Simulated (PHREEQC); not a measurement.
A solution holds 0.0495 mol/kgw FeSO4, 0.0048 mol/kgw CaCl2, 5.5e-05 mol/kgw NaH2PO4 and 0.0055 mol/kgw Na2SO4, at 20 °C. Closed to the air; pH follows from the charge balance.

All values are PHREEQC results (ion-association model, wateq4f.dat), not measurements.

Precipitation was switched off in this run.

Estimate the pH, ionic strength.

pH 5.58; ionic strength 0.143 mol/kgw.

In which forms is Ca present?

Ca+2 58 %, CaSO4 42 % of the Ca.

The solution is supersaturated, for example in Vivianite, so a real one may precipitate; this is no full list. Complexes and solids missing from the database can't appear. H3PO4, which wateq4f.dat lacks, is added to it with the constant of phreeqc.dat.
